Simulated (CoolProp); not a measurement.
Vapour-liquid equilibrium of dimethyl ether (1) + 1-butene (2) at 0.432 MPa; x and y are mole fractions of (1).

Computed with CoolProp (multi-fluid Helmholtz-energy mixture model, Wu 2011 and Lemmon 2005; pair parameters Bell 2016).

```csv
x,"bubble temperature, mixture model (K)","bubble temperature, Raoult's law (K)","y, mixture model","y, Raoult's law"
0.05,308.7,309.4,0.102,0.093
0.125,305.6,307.0,0.233,0.219
0.2,303.0,304.8,0.343,0.330
0.275,300.6,302.7,0.436,0.428
0.35,298.5,300.8,0.517,0.516
0.425,296.7,299.0,0.588,0.594
0.5,295.1,297.2,0.652,0.665
0.575,293.7,295.6,0.710,0.730
0.65,292.4,294.1,0.764,0.788
0.725,291.2,292.6,0.815,0.841
0.8,290.1,291.2,0.865,0.889
0.875,289.2,289.8,0.915,0.934
0.95,288.3,288.6,0.965,0.975
```

The largest gap from Raoult's law is -2.3 K in bubble temperature, at x = 0.425. No azeotrope shows between x = 0.05 and 0.95.

The pair parameters rest on a limited set of measurements; away from them the model extrapolates.
